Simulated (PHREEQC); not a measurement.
Dissolve 3.1 mmol/kgw PbCl2 and 0.36 mmol/kgw HNO3 at 35 °C. Closed to the air; pH follows from the charge balance.

The numbers come from PHREEQC with the ion-association model, phreeqc.dat.

Precipitation was switched off in this run.

### Question
Order these Pb species by the share of Pb that they hold, largest first: PbCl+, PbNO3+, Pb+2.

### Answer
Pb+2 (83 %), PbCl+ (16 %), PbNO3+ (0.29 %)

The pH is 3.48 and the ionic strength 0.00863 mol/kgw.
